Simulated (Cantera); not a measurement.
Feed: 1 mol CaCO₃, 0.04 mol H₂, 0.78 mol O₂, 0.11 mol CO₂, equilibrated at 1.50 bar.

These are equilibrium values from Cantera (NASA tables, ideal gas, pure condensed phases), not measurements of a reactor. Candidate condensed phases: C, C₆H₆, C₇H₈, C₈H₁₈, Ca, CaCO₃, CaO, Ca(OH)₂, H₂O; 115 gas species. Equilibrium is a limit: real reactors are often held back by kinetics, nucleation or transport.

Question: At 700 °C, list the 3 most abundant gas species with their mole fractions, and the condensed phases.

Answer: O₂ 0.835, CO₂ 0.121, H₂O 0.0440. Condensed: CaCO₃(calcite).
